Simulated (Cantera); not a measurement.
Input (Python, Cantera) and output of one run.

```python
import numpy as np
import cantera as ct

gas_names = """
    Cr CrN CrO CrO2 CrO3 H HNO HNO2 HNO3 HO2 H2 H2O H2O2 N NH NH2 NH3 NH2OH NO NO2 NO3 N2 N2H2 N2H4 N2O
    O OH O2 O3
""".split()
cond_names = """
    Cr(cr) Cr(L) CrN(s) Cr2N(s) Cr2O3(s) Cr2O3(L) H2O(s) H2O(L)
""".split()


def load(file, names, dense=False):
    # The tables refer to 1 bar. Condensed volumes are neglected.
    table = {s.name: s for s in ct.Species.list_from_file(file)}
    out = []
    for n in names:
        d = dict(table[n].input_data)
        d["thermo"] = dict(d["thermo"], **{"reference-pressure": 1e5})
        if dense:
            d["equation-of-state"] = {"model": "constant-volume", "density": "1e6 g/cm^3"}
        out.append(ct.Species.from_dict(d))
    return out


gas = ct.Solution(thermo="ideal-gas", species=load("nasa_gas.yaml", gas_names))
cond = {s.name: ct.Solution(thermo="fixed-stoichiometry", species=[s], name=s.name)
        for s in load("nasa_condensed.yaml", cond_names, dense=True)}
atoms = {
    'Cr': {'Cr': 1},
    'H2O': {'H': 2, 'O': 1},
    'N2': {'N': 2},
}
top_T = {'CrN(s)': 1900, 'Cr2N(s)': 1900}  # K; cautious upper limits of use, not melting points


def equilibrate(T, P, feed):
    n = {}
    for name, mol in feed.items():
        for a, k in atoms[name].items():
            n[a] = n.get(a, 0.0) + k * mol
    gas.TPX = T, P, n
    mass = sum(n.values()) * gas.mean_molecular_weight
    gas.equilibrate("TP")
    valid = [c for c in cond.values() if c.min_temp <= T <= top_T.get(c.name, c.max_temp)]
    mix = ct.Mixture([(gas, mass / gas.mean_molecular_weight)] + [(c, 0.0) for c in valid])
    mix.T, mix.P = T, P
    mix.equilibrate("TP", solver="vcs", rtol=1e-11, max_steps=5000)
    return mix


results = []
feed = {'Cr': 1, 'H2O': 1.8, 'N2': 2.1}  # mol
P = 8.5  # Pa
for T in [1075, 1175, 1275, 1375, 1475, 1575, 1675, 1775]:
    mix = equilibrate(T, P, feed)
    results.append((T, P, feed, dict(zip(mix.species_names, mix.species_moles))))

top = {s: max(r[3][s] / sum(r[3][g] for g in gas_names) for r in results) for s in gas_names}
cols = sorted((s for s in top if top[s] > 0.001), key=lambda s: -top[s])[:5]
seen = [c for c in cond_names if any(r[3].get(c, 0) > 1e-12 for r in results)]
print("log10 of partial pressures in bar; condensed amounts in mol")
print(f"{'T/K':>10s}" + "".join(f"{s[:9]:>10s}" for s in cols + seen))
for T, P, feed, n in results:
    ng = sum(n[g] for g in gas_names)
    print(f"{T:10.4g}" + "".join(f"{np.log10(max(n[s] / ng * P / 1e5, 1e-99)):10.3f}" for s in cols)
          + "".join(f"{n.get(c, 0):10.4g}" for c in seen))
```

Output:

```
log10 of partial pressures in bar; condensed amounts in mol
       T/K        N2        H2       H2O         H        Cr  Cr2O3(s)
      1075    -4.339    -4.486    -5.185   -10.076   -17.491       0.5
      1175    -4.339    -4.486    -5.185    -9.154   -15.095       0.5
      1275    -4.339    -4.486    -5.185    -8.375   -13.084       0.5
      1375    -4.339    -4.486    -5.185    -7.708   -11.372       0.5
      1475    -4.340    -4.486    -5.185    -7.130    -9.899       0.5
      1575    -4.340    -4.488    -5.185    -6.625    -8.619    0.4999
      1675    -4.341    -4.492    -5.184    -6.181    -7.504    0.4992
      1775    -4.345    -4.508    -5.164    -5.792    -6.562    0.4929
```

Equilibrium computed with Cantera from the NASA thermochemical tables; the gas is ideal and each condensed phase is pure.
